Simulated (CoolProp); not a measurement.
The numbers come from the reference Helmholtz-energy equation of state, Lemmon 2005 in CoolProp.

Question: For R125, give the phase and the speed of sound (m/s), Joule-Thomson coefficient (K/MPa) at 479.3 K and 0.101 MPa; 500 K and 0.101 MPa.

Answer: 
- 479.3 K and 0.101 MPa: gas; speed of sound 188, Joule-Thomson coefficient 3.47
- 500 K and 0.101 MPa: gas; speed of sound 192, Joule-Thomson coefficient 3.11
